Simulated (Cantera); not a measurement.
Charge: 1 mol CO, 0.038 mol O2, 0.28 mol NH3, equilibrated at 2527 °C.

Cantera equilibrium calculation (NASA polynomials, part measured and part estimated; ideal gas, pure solids and liquids). Candidate condensed phases: C, C6H6, C7H8, C8H18, H2O; 136 gas species. The ideal-gas law is rough above about 30 bar. Equilibrium is a limit: real reactors are often held back by kinetics, nucleation or transport.

x: gas mole fraction; nothing condenses.

| P (Pa) | x CO | x H | x H2 | x N2 | x O | x H2O | x CO2 |
|---|---|---|---|---|---|---|---|
| 10 | 0.488 | 0.405 | 0.00244 | 0.0682 | 0.0363 | 7.49e-6 | 0.000215 |
| 46 | 0.492 | 0.391 | 0.0105 | 0.0688 | 0.0342 | 0.000140 | 0.000940 |
| 220 | 0.508 | 0.344 | 0.0388 | 0.0713 | 0.0268 | 0.00194 | 0.00364 |
| 1000 | 0.541 | 0.249 | 0.0924 | 0.0767 | 0.0132 | 0.0103 | 0.00867 |
| 4600 | 0.577 | ___ | ___ | 0.0823 | ___ | ___ | ___ |
| 22000 | 0.602 | ___ | ___ | 0.0860 | ___ | ___ | 0.0133 |
| 100000 | 0.615 | 0.0377 | 0.212 | 0.0879 | 0.000181 | 0.0324 | 0.0135 |
| 460000 | 0.621 | 0.0180 | 0.223 | 0.0889 | 3.90e-5 | 0.0339 | 0.0135 |
| 2200000 | 0.625 | 0.00835 | 0.229 | 0.0893 | 8.12e-6 | 0.0346 | 0.0135 |
| 10000000 | 0.626 | 0.00394 | 0.232 | 0.0895 | 1.79e-6 | 0.0350 | 0.0136 |

Problem. What belongs in the gaps?

Solution. 
- 4600, x H: 0.147
- 4600, x H2: 0.149
- 4600, x O: 0.00378
- 4600, x H2O: 0.0219
- 4600, x CO2: 0.0122
- 22000, x H: 0.0760
- 22000, x H2: 0.190
- 22000, x O: 0.000825
- 22000, x H2O: 0.0291
